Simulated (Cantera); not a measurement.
A Cantera script and what it prints.

```python
import numpy as np
import cantera as ct

gas_names = """
    CL CL2 H HCL H2 Si SiCL SiCL2 SiCL3 SiCL4 SiH SiHCL3 SiH2 SiH2CL2 SiH3 SiH3CL SiH4 Si2 Si3
""".split()
cond_names = """
    Si(cr) Si(L)
""".split()


# ... load() reads the species with a 1 bar reference pressure and builds the phases ...
atoms = {
    'Si': {'Si': 1},
    'Cl2': {'CL': 2},
    'H2': {'H': 2},
}
top_T = {}  # K; cautious upper limits of use, not melting points


# ... equilibrate(T, P, feed) seeds the gas with the atoms and calls Mixture.equilibrate('TP', solver="vcs", rtol=1e-11, max_steps=5000) ...
results = []
T = 825  # K
P = 13332.2  # Pa
for m in [0.5, 0.67, 0.84, 1, 1.2, 1.3, 1.5, 1.7, 1.8, 2, 2.2]:
    feed = {'Si': 1, 'Cl2': m, 'H2': 4.5}  # mol
    mix = equilibrate(T, P, feed)
    results.append((T, P, feed, dict(zip(mix.species_names, mix.species_moles))))

top = {s: max(r[3][s] / sum(r[3][g] for g in gas_names) for r in results) for s in gas_names}
cols = sorted((s for s in top if top[s] > 0.0001), key=lambda s: -top[s])[:8]
seen = [c for c in cond_names if any(r[3].get(c, 0) > 1e-12 for r in results)]
print("log10 of partial pressures in bar; condensed amounts in mol")
print(f"{'n(Cl2)':>10s}" + "".join(f"{s[:9]:>10s}" for s in cols + seen))
for T, P, feed, n in results:
    ng = sum(n[g] for g in gas_names)
    print(f"{feed['Cl2']:10.4g}" + "".join(f"{np.log10(max(n[s] / ng * P / 1e5, 1e-99)):10.3f}" for s in cols)
          + "".join(f"{n.get(c, 0):10.4g}" for c in seen))
```

Result:

```
log10 of partial pressures in bar; condensed amounts in mol
    n(Cl2)        H2     SiCL4       HCL    SiHCL3   SiH2CL2     SiCL3    Si(cr)
       0.5    -0.902    -2.290    -3.476    -2.624    -4.032    -5.120    0.7301
      0.67    -0.910    -2.160    -3.447    -2.530    -3.975    -5.022    0.6396
      0.84    -0.918    -2.061    -3.427    -2.461    -3.934    -4.948    0.5494
         1    -0.926    -1.986    -3.412    -2.408    -3.904    -4.892    0.4647
       1.2    -0.935    -1.909    -3.397    -2.355    -3.875    -4.835    0.3592
       1.3    -0.940    -1.876    -3.391    -2.333    -3.863    -4.810    0.3066
       1.5    -0.949    -1.818    -3.381    -2.293    -3.843    -4.766    0.2014
       1.7    -0.958    -1.768    -3.373    -2.260    -3.827    -4.728   0.09645
       1.8    -0.962    -1.745    -3.370    -2.246    -3.820    -4.711   0.04405
         2    -0.969    -1.648    -2.759    -2.766    -4.958    -5.228         0
       2.2    -0.999    -1.637    -2.015    -3.528    -6.493    -5.976         0
```

Cantera equilibrium calculation (NASA polynomials, part measured and part estimated; ideal gas, pure solids and liquids). The tables' values for SiCl3 are old estimates; treat these amounts as uncertain.
